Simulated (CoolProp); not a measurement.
Properties of carbonyl sulfide along the isotherm 274.3 K.

Computed with CoolProp (reference Helmholtz-energy equation of state, Lemmon 2006). It is a short technical equation, of lower accuracy than the large ones.

```
p (MPa)   phase  cv (kJ/(kg K))  speed of sound (m/s)
-------  ------  --------------  --------------------
0.0101      gas          0.5312                 218.6
0.0148      gas          0.5315                 218.5
0.0217      gas          0.5319                 218.3
0.0318      gas          0.5325                 218.1
0.0467      gas          0.5333                 217.8
0.0686      gas          0.5345                 217.4
0.101       gas          0.5364                 216.7
0.148       gas          0.5392                 215.8
0.217       gas          0.5434                 214.3
0.318       gas          0.5500                 212.1
0.467       gas          0.5609                 208.7
1.01     liquid          0.7028                 792.7
1.48     liquid          0.7028                 796.5
2.17     liquid          0.7030                 802.1
3.18     liquid          0.7032                 810.0
```
